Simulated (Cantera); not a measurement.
Charge: 1 mol Si, 0.053 mol N2O, 22 mol H2, at 7.60 mbar.

Cantera equilibrium calculation (NASA polynomials, part measured and part estimated; ideal gas, pure solids and liquids). Candidate condensed phases: H2O, Si, SiO2, Si2N2O, Si3N4; 35 gas species. Mutual solubility and eutectic melting of coexisting phases are not modelled. Rates play no part.

**Question.** Which condensed phases are stable at each of these points (T (K)): 1198, 1273, 1348, 1423, 1498, 1573, 1648?

**Answer.** 
```json
[
 {"T (K)": "1198", "condensed phases": "Si(s) + Si2N2O(s)", "Si condensed (%)": "100.0"},
 {"T (K)": "1273", "condensed phases": "Si(s) + Si2N2O(s)", "Si condensed (%)": "100.0"},
 {"T (K)": "1348", "condensed phases": "Si(s) + Si2N2O(s)", "Si condensed (%)": "100.0"},
 {"T (K)": "1423", "condensed phases": "Si(s) + Si2N2O(s)", "Si condensed (%)": "99.7"},
 {"T (K)": "1498", "condensed phases": "Si(s) + Si2N2O(s)", "Si condensed (%)": "98.2"},
 {"T (K)": "1573", "condensed phases": "Si(s)", "Si condensed (%)": "94.7"},
 {"T (K)": "1648", "condensed phases": "Si(s)", "Si condensed (%)": "94.6"}
]
```

From 1198 K to 1498 K the condensed part is Si(s) + Si2N2O(s). From 1573 K to 1648 K the condensed part is Si(s).
